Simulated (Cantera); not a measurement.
Cantera run, input and output.

```python
import numpy as np
import cantera as ct

gas = ct.Solution("gri30.yaml")
gas.TPX = 1925, 1100, {'C2H6': 1, 'H2': 19}
inlet = ct.Reservoir(gas, clone=True)

reactor = ct.IdealGasConstPressureReactor(gas, energy="off", clone=False)
exhaust = ct.Reservoir(gas, clone=True)
tau = [1.1, 0.44, 0.17, 0.065, 0.025, 0.0096, 0.0037, 0.0014, 0.00054][0]
for a, b in ((inlet, reactor), (reactor, exhaust)):
    ct.MassFlowController(a, b, mdot=lambda t: reactor.mass / tau)
net = ct.ReactorNet([reactor])
show = ['C2H6', 'H2', 'H', 'C2H2', 'CH2', 'CH4']

rows = []
print(f"{'tau/s':>10s}{'T/K':>9s}" + "".join(f"{s:>11s}" for s in show))
for tau in [1.1, 0.44, 0.17, 0.065, 0.025, 0.0096, 0.0037, 0.0014, 0.00054]:
    net.initial_time = 0.0
    net.advance(30 * tau)
    before = gas.X
    net.advance(40 * tau)
    drift = np.max(np.abs(gas.X - before) / (gas.X + 1e-9))
    rows.append([gas.T, *gas[show].X, drift])
    print(f"{tau:10.3e}{gas.T:9.1f}" + "".join(f"{x:11.3e}" for x in gas[show].X))
```

It prints:

```
     tau/s      T/K       C2H6         H2          H       C2H2        CH2        CH4
 1.100e+00   1925.0  2.262e-06  9.446e-01  6.899e-03  4.256e-02  5.904e-06  5.159e-03
 4.400e-01   1925.0  5.863e-06  9.429e-01  6.550e-03  4.080e-02  8.270e-06  8.540e-03
 1.700e-01   1925.0  1.541e-05  9.398e-01  6.393e-03  3.806e-02  1.160e-05  1.372e-02
 6.500e-02   1925.0  3.983e-05  9.354e-01  6.481e-03  3.423e-02  1.614e-05  2.075e-02
 2.500e-02   1925.0  9.952e-05  9.297e-01  6.819e-03  2.944e-02  2.210e-05  2.909e-02
 9.600e-03   1925.0  2.435e-04  9.234e-01  7.376e-03  2.398e-02  2.956e-05  3.780e-02
 3.700e-03   1925.0  5.864e-04  9.173e-01  8.052e-03  1.834e-02  3.807e-05  4.543e-02
 1.400e-03   1925.0  1.436e-03  9.126e-01  8.667e-03  1.286e-02  4.672e-05  5.035e-02
 5.400e-04   1925.0  3.487e-03  9.109e-01  8.869e-03  7.986e-03  5.335e-05  5.036e-02
```

Detailed kinetics in Cantera: GRI-Mech 3.0 (53 species, 325 reactions). GRI-Mech 3.0 stops at C3 and has no aromatics, soot or wall deposition, so with more carbon than oxygen in the feed, carbon stays in small species such as C2H2 where larger ones or solid carbon would form. Radical loss at walls, strong at low pressure, is not modelled.
